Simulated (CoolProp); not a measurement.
Water along the isobar 241 bar: fugacity coefficient from the reference equation and from simpler models built on Tc = 647.1 K, pc = 220.6 bar, ω = 0.344; each cubic takes its own stable root.

Values from CoolProp's reference Helmholtz-energy equation of state, Wagner 2002.

```tsv
T (K)	phase	reference
590	liquid	0.3649
597.1	liquid	0.3926
604.2	liquid	0.4212
611.4	liquid	0.4511
618.5	liquid	0.4812
625.6	liquid	0.5119
632.7	liquid	0.5430
639.9	liquid	0.5747
647	liquid	0.6057
654.1	supercritical	0.6351
661.2	supercritical	0.6565
668.4	supercritical	0.6740
675.5	supercritical	0.6893
682.6	supercritical	0.7033
689.7	supercritical	0.7162
```

Task: How far does each simpler model (van der Waals, Soave-Redlich-Kwong, Peng-Robinson) lie from the reference over these 15 states: mean and median of the absolute difference, and the worst?

Result: 
- van der Waals: mean 14.8 %, median 10.9 %, worst +40.6 % at 590 K and 241 bar
- Soave-Redlich-Kwong: mean 3.7 %, median 3.7 %, worst +7.3 % at 590 K and 241 bar
- Peng-Robinson: mean 2.0 %, median 2.1 %, worst +3.3 % at 590 K and 241 bar
